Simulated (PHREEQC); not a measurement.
# Copper plating or etch bath: speciation

Dissolve 0.13 mol/kgw CuSO4, 0.00022 mol/kgw HCl and 0.01 mol/kgw FeCl3 at 25 °C. Closed to the air; pH follows from the charge balance.

All values are PHREEQC results (ion-association model, phreeqc.dat), not measurements.

This is a speciation only: nothing precipitates in the calculation.

**Question.** Predict the pH, density.

**Answer.** pH 3.17; density 1.019 g/cm³.

**Question.** In which forms is S present?

**Answer.** CuSO4 46 %, SO4-2 46 %, FeSO4+ 4.6 %, Fe(SO4)2- 3.0 %, HSO4- 1.0 % of the S.

Examples of supersaturated solids here: Hematite (slow to form), Goethite (slow to form). Others may be too.
